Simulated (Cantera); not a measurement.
**Transport properties of process gases**

Gas mixture: N₂O : H₂O : N₂ = 0.54 : 0.91 : 0.26 (molar parts), at 200000 Pa, frozen composition.

Cantera's kinetic-theory transport with the Lennard-Jones parameters of GRI-Mech 3.0, ideal gas; thermal conductivity in the multicomponent form. Polar gases are described roughly by these parameters. The composition is frozen, though it would react at the higher temperatures.

```csv
T (K),ρ (kg/m³),cp (J/kg/K),μ (µPa s),λ (mW/m/K),Pr,D (cm²/s) O,D (cm²/s) CH₃,D (cm²/s) CO₂
400,1.67,1304,17.5,33.8,0.677,0.273,0.182,0.124
650,1.03,1439,27.2,58.3,0.672,0.641,0.439,0.309
900,0.742,1557,35.9,83.4,0.671,1.12,0.776,0.554
1150,0.580,1657,43.9,109,0.670,1.70,1.18,0.850
1400,0.477,1740,51.2,133,0.669,2.36,1.65,1.19
1650,0.404,1810,58.1,157,0.669,3.10,2.17,1.58
1900,0.351,1867,64.5,180,0.668,3.92,2.75,2.01
2150,0.310,1914,70.6,203,0.667,4.82,3.39,2.47
2400,0.278,1951,76.4,224,0.666,5.79,4.07,2.97
```
D: mixture-averaged diffusion coefficient of that species in the mixture.
